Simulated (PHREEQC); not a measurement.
Consider water at 32 °C with 0.0044 mol MnSO4, 0.0033 mol HCl and 0.2 mol Na2SO4 per kg of water. Closed to the air; pH follows from the charge balance.

Model: ion-association model, phreeqc.dat, run in PHREEQC.

Precipitation was switched off in this run.

Question: Estimate the pH, specific conductance.

Answer: pH 3.25; specific conductance 29500 µS/cm.

Question: In which forms is S present?

Answer: SO4-2 71 %, NaSO4- 27 %, HSO4- 1.3 %, MnSO4 1.2 % of the S.
